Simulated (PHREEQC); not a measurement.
A column of 0.2 m (30 cells, dispersivity 0.01 m, 60 s a shift, diffusion coefficient 3e-10 m²/s) holds 0.049 eq of the database's cation exchanger X per kg of pore water, first in equilibrium with 0.0039 mol/kgw ZnCl2 and 1e-05 mol/kgw HCl. It is flushed with 0.0023 mol/kgw CdCl2, 0.071 mol/kgw SrCl2 and 1e-05 mol/kgw HCl, at 25 °C. Values are for the last cell. The system is closed to CO2. Precipitation was switched off in this run.

Base run: PHREEQC, ion-association model, phreeqc.dat. Each further column changes one thing. The table gives Sr in solution (mol/kgw).

```
pore volumes      base  exchange capacity from 0.049 to 0.025 eq/kgw  dispersivity from 0.01 to 0.02 m
------------  --------  --------------------------------------------  --------------------------------
0                    0                                             0                                 0
0.5167        1.07e-11                                       2.79e-8                           1.31e-6
1.017          0.00951                                        0.0243                            0.0179
1.517           0.0535                                        0.0621                            0.0514
2.017           0.0680                                        0.0699                            0.0650
2.517           0.0705                                        0.0709                            0.0692
3.017           0.0709                                        0.0710                            0.0705
```
